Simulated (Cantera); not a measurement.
An adiabatic, constant-volume homogeneous reactor starts with C3H8 : O2 : N2 = 1 : 9.43 : 35.5 (molar parts), at 1425 K and 1.01 bar. Integrator tolerance rtol = 1e-08.

Cantera simulation using GRI-Mech 3.0 (53 species, 325 reactions); the numbers are that mechanism's predictions, not measurements. GRI-Mech 3.0 was tuned for natural gas; its chemistry of propane as a main component is partial and can be far from experiment.

**Question.** What does this change do: pressure from 1.01 bar to 7.60 bar?

**Answer.** 
```csv
quantity,before,after
time of steepest temperature rise,0.147 ms,51.1 µs
temperature at 2.00 s,2606 K,2682 K
equilibrium temperature,2606 K,2682 K
x(C3H8) at 2.00 s,<1e-12 (gas-phase equilibrium <1e-12),<1e-12 (gas-phase equilibrium <1e-12)
x(O2) at 2.00 s,0.0848 (gas-phase equilibrium 0.0848),0.0837 (gas-phase equilibrium 0.0837)
x(C2H2) at 2.00 s,<1e-12 (gas-phase equilibrium <1e-12),<1e-12 (gas-phase equilibrium <1e-12)
x(CO2) at 2.00 s,0.0546 (gas-phase equilibrium 0.0546),0.0587 (gas-phase equilibrium 0.0587)
x(CO) at 2.00 s,0.00859 (gas-phase equilibrium 0.00859),0.00480 (gas-phase equilibrium 0.00480)
```
